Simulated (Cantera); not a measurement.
A perfectly stirred reactor is fed with 0.324 % CO, 0.717 % O2, 0.746 % H2O, 98.2 % N2, equivalence ratio 0.23, at 6.42 atm; it is held at 1300 K, and followed from long to short residence time.

Model: GRI-Mech 3.0 (53 species, 325 reactions), integrated in Cantera.

x: mole fraction; the columns are a selection and need not sum to one.

```
τ (s)       x CO     x O2    x H2O     x NO    x HO2
------  --------  -------  -------  -------  -------
0.95     3.92e-5  0.00558  0.00747  1.04e-7  2.29e-7
0.43           …  0.00559  0.00747  1.14e-7        …
0.19           …  0.00562  0.00747  1.16e-7        …
0.086   0.000231  0.00567  0.00747  1.06e-7  1.11e-6
0.038   0.000405  0.00576  0.00746  8.53e-8  1.73e-6
0.017   0.000677  0.00589  0.00746  6.15e-8  2.50e-6
0.0077   0.00107  0.00608  0.00745  4.00e-8  3.34e-6
```

Question: Fill in the missing entries.

Answer: 
- 0.43, x CO: 7.10e-5
- 0.43, x HO2: 3.99e-7
- 0.19, x CO: 0.000130
- 0.19, x HO2: 6.85e-7
